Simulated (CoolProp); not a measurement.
Saturation properties of isobutane (Tc = 134.7 °C, pc = 3629 kPa, ω = 0.184).

Values from CoolProp's reference Helmholtz-energy equation of state, Bücker 2006.

```json
[
 {"T (°C)": "9.25", "p (kPa)": "215.3", "vapour density (kg/m³)": "5.732", "liquid viscosity (µPa s)": "179", "vapour viscosity (µPa s)": "7.09"},
 {"T (°C)": "18.95", "p (kPa)": "292.7", "vapour density (kg/m³)": "7.676", "liquid viscosity (µPa s)": "161", "vapour viscosity (µPa s)": "7.34"},
 {"T (°C)": "28.55", "p (kPa)": "388.4", "vapour density (kg/m³)": "10.07", "liquid viscosity (µPa s)": "146", "vapour viscosity (µPa s)": "7.59"},
 {"T (°C)": "38.25", "p (kPa)": "507.2", "vapour density (kg/m³)": "13.06", "liquid viscosity (µPa s)": "132", "vapour viscosity (µPa s)": "7.86"},
 {"T (°C)": "47.85", "p (kPa)": "649.4", "vapour density (kg/m³)": "16.68", "liquid viscosity (µPa s)": "119", "vapour viscosity (µPa s)": "8.15"},
 {"T (°C)": "57.55", "p (kPa)": "821.0", "vapour density (kg/m³)": "21.15", "liquid viscosity (µPa s)": "108", "vapour viscosity (µPa s)": "8.47"},
 {"T (°C)": "67.15", "p (kPa)": "1022", "vapour density (kg/m³)": "26.55", "liquid viscosity (µPa s)": "98.1", "vapour viscosity (µPa s)": "8.82"},
 {"T (°C)": "76.85", "p (kPa)": "1259", "vapour density (kg/m³)": "33.23", "liquid viscosity (µPa s)": "…", "vapour viscosity (µPa s)": "9.24"},
 {"T (°C)": "86.45", "p (kPa)": "1531", "vapour density (kg/m³)": "41.41", "liquid viscosity (µPa s)": "79.7", "vapour viscosity (µPa s)": "9.73"},
 {"T (°C)": "96.15", "p (kPa)": "…", "vapour density (kg/m³)": "51.80", "liquid viscosity (µPa s)": "71.1", "vapour viscosity (µPa s)": "10.4"},
 {"T (°C)": "105.75", "p (kPa)": "…", "vapour density (kg/m³)": "65.09", "liquid viscosity (µPa s)": "62.8", "vapour viscosity (µPa s)": "11.2"},
 {"T (°C)": "115.45", "p (kPa)": "2622", "vapour density (kg/m³)": "83.38", "liquid viscosity (µPa s)": "54.1", "vapour viscosity (µPa s)": "12.3"},
 {"T (°C)": "125.05", "p (kPa)": "3091", "vapour density (kg/m³)": "111.1", "liquid viscosity (µPa s)": "44.5", "vapour viscosity (µPa s)": "14.2"}
]
```

Problem. Some entries are withheld; supply them.

Solution. 
- 76.85, liquid viscosity (µPa s): 88.6
- 96.15, p (kPa): 1848
- 105.75, p (kPa): 2208

It boils at -11.7 °C under 1 atm.

Viscosity comes from a separate model (Vogel 2000).
